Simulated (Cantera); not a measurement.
Input (Python, Cantera):

```python
import numpy as np
import cantera as ct

gas = ct.Solution("SiF4_NH3_mec.yaml", "gas")
gas.TPX = 2373, 160000, {'NH3': 1, 'H2': 1.4}
reactor = ct.IdealGasConstPressureReactor(gas, energy="off", clone=False)
net = ct.ReactorNet([reactor])
net.rtol, net.atol = 1e-08, 1e-18
show = ['NH3', 'H2', 'NH2', 'N', 'N2H2', 'N2H4', 'NH']
times = np.geomspace(0.0002, 8, 14)

steps = ct.SolutionArray(gas, extra=["t"])
rows = []
print(f"{'t/s':>10s}{'T/K':>9s}{'P/Pa':>11s}" + "".join(f"{s:>11s}" for s in show))
for t in times:
    while net.time < t:
        t_next = net.step()
        steps.append(gas.state, t=t_next)
    rows.append([np.interp(t, steps.t, y) for y in (steps.T, steps.P, *steps(*show).X.T)])
    print(f"{t:10.3e}{rows[-1][0]:9.1f}{rows[-1][1]:11.4g}" + "".join(f"{x:11.3e}" for x in rows[-1][2:]))
rate = np.gradient(steps.T, steps.t)
print("integrator steps:", len(steps.t))
if steps.T.max() > steps.T[0] + 200:
    print(f"time of steepest temperature rise: {steps.t[rate.argmax()]:.4e} s")
gas.TPX = 2373, 160000, {'NH3': 1, 'H2': 1.4}
gas.equilibrate("TP")
print(f"equilibrium (TP): T = {gas.T:.1f} K  " + "  ".join(f"{s} {gas[s].X[0]:.3e}" for s in show))
```

Result:

```
       t/s      T/K       P/Pa        NH3         H2        NH2          N       N2H2       N2H4         NH
 2.000e-04   2373.0    1.6e+05  3.191e-01  6.435e-01  2.546e-03  9.779e-06  8.069e-06  3.814e-07  1.115e-04
 4.519e-04   2373.0    1.6e+05  2.321e-01  6.997e-01  2.043e-03  1.008e-05  5.461e-06  2.455e-07  1.017e-04
 1.021e-03   2373.0    1.6e+05  1.202e-01  7.719e-01  1.301e-03  1.042e-05  2.536e-06  9.962e-08  8.275e-05
 2.307e-03   2373.0    1.6e+05  3.063e-02  8.288e-01  5.148e-04  1.058e-05  5.589e-07  1.558e-08  5.265e-05
 5.213e-03   2373.0    1.6e+05  1.853e-03  8.431e-01  6.517e-05  6.086e-06  1.641e-08  2.492e-10  1.425e-05
 1.178e-02   2373.0    1.6e+05  2.614e-04  8.433e-01  1.016e-05  1.163e-06  4.361e-10  6.052e-12  2.462e-06
 2.661e-02   2373.0    1.6e+05  8.578e-05  8.434e-01  3.340e-06  3.840e-07  5.089e-11  6.544e-13  8.113e-07
 6.013e-02   2373.0    1.6e+05  3.428e-05  8.435e-01  1.335e-06  1.535e-07  1.157e-11  1.045e-13  3.243e-07
 1.359e-01   2373.0    1.6e+05  1.511e-05  8.435e-01  5.884e-07  6.768e-08  5.547e-12  2.032e-14  1.430e-07
 3.070e-01   2373.0    1.6e+05  7.876e-06  8.435e-01  3.067e-07  3.529e-08  4.490e-12  5.531e-15  7.453e-08
 6.935e-01   2373.0    1.6e+05  5.869e-06  8.435e-01  2.286e-07  2.629e-08  4.314e-12  3.076e-15  5.554e-08
 1.567e+00   2373.0    1.6e+05  5.689e-06  8.435e-01  2.216e-07  2.549e-08  4.301e-12  2.891e-15  5.383e-08
 3.541e+00   2373.0    1.6e+05  5.688e-06  8.435e-01  2.215e-07  2.548e-08  4.301e-12  2.890e-15  5.383e-08
 8.000e+00   2373.0    1.6e+05  5.688e-06  8.435e-01  2.215e-07  2.548e-08  4.301e-12  2.890e-15  5.383e-08
integrator steps: 1466
equilibrium (TP): T = 2373.0 K  NH3 5.688e-06  H2 8.435e-01  NH2 2.215e-07  N 2.548e-08  N2H2 4.301e-12  N2H4 2.890e-15  NH 5.383e-08
```

Cantera simulation using the gas-phase N/H chemistry of the illustrative SiF4/NH3 mechanism in the Surface Chemkin manual (1991); the numbers are that mechanism's predictions, not measurements. Walls and surfaces, which speed up NH3 decomposition in real reactors, are not modelled.
